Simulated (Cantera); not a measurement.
Charge: 1 mol AlN, a varied amount of H2, equilibrated at 1752 °C and 13.3 mbar.

Cantera equilibrium calculation (NASA polynomials, part measured and part estimated; ideal gas, pure solids and liquids). Candidate condensed phases: Al, AlN; 13 gas species. Equilibrium is a limit: real reactors are often held back by kinetics, nucleation or transport.

log p: log10 of the partial pressure in bar; nothing condenses.

| n(H2) (mol) | log p H2 | log p Al | log p N2 | log p H | log p AlH | log p Al2 | log p NH3 |
|---|---|---|---|---|---|---|---|
| 17 | -1.92 | -3.16 | -3.45 | -3.68 | -4.69 | ___ | -9.32 |
| 21 | -1.91 | -3.24 | -3.53 | -3.67 | -4.78 | ___ | -9.35 |
| 27 | -1.91 | -3.35 | -3.63 | -3.67 | -4.88 | ___ | -9.39 |
| 34 | -1.90 | -3.44 | -3.73 | -3.67 | -4.97 | ___ | -9.43 |
| 42 | -1.90 | -3.53 | -3.82 | -3.66 | -5.06 | ___ | -9.47 |
| 53 | -1.89 | -3.63 | -3.92 | -3.66 | -5.15 | ___ | -9.51 |
| 67 | -1.89 | -3.73 | -4.02 | -3.66 | -5.25 | ___ | -9.56 |
| 84 | -1.89 | -3.82 | -4.11 | -3.66 | -5.35 | ___ | -9.61 |
| 110 | -1.89 | -3.94 | -4.23 | -3.66 | -5.46 | ___ | -9.66 |
| 130 | -1.89 | -4.01 | -4.30 | -3.66 | -5.53 | ___ | -9.70 |
| 170 | -1.89 | -4.13 | -4.41 | -3.66 | -5.65 | ___ | -9.75 |

Q: Some entries are withheld; supply them.

A: 
- 17, log p Al2: -6.89
- 21, log p Al2: -7.06
- 27, log p Al2: -7.26
- 34, log p Al2: -7.45
- 42, log p Al2: -7.63
- 53, log p Al2: -7.83
- 67, log p Al2: -8.03
- 84, log p Al2: -8.22
- 110, log p Al2: -8.45
- 130, log p Al2: -8.59
- 170, log p Al2: -8.82
